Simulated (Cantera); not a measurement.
Feed: 1 mol HCl, 0.14 mol O2, 0.81 mol H2, at 727 °C and 1880 Torr.

Equilibrium computed with Cantera from the NASA thermochemical tables; the gas is ideal and each condensed phase is pure. Candidate condensed phases: H2O; 14 gas species. The numbers say what is thermodynamically allowed, not how fast it happens.

Base state: HCl 0.552, H2 0.293, H2O 0.155 (mole fractions); condensed: gas only.

**Question.** What changes in the equilibrium state with this change: O2 from 0.14 to 0.11 mol?

**Answer.** 
```tsv
species	before	after
HCl	0.552	0.552
H2	0.293	0.326
H2O	0.155	0.122
```
